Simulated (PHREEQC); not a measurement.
Solution (20 °C): 0.15 mol/kgw NH4HCO3 and 0.0036 mol/kgw NH4Cl. Closed to the air; pH follows from the charge balance.

All values are PHREEQC results (ion-association model, phreeqc.dat), not measurements.

Question: The ionic strength comes out as 0.152 mol/kgw. What activity coefficients do NH4+, Cl-, HCO3-, CO3-2 get?

Answer: NH4+ 0.71, Cl- 0.74, HCO3- 0.76, CO3-2 0.34.

Precipitation was switched off in this run. Carbamate, which ammonia and carbonate form, is missing from the database.
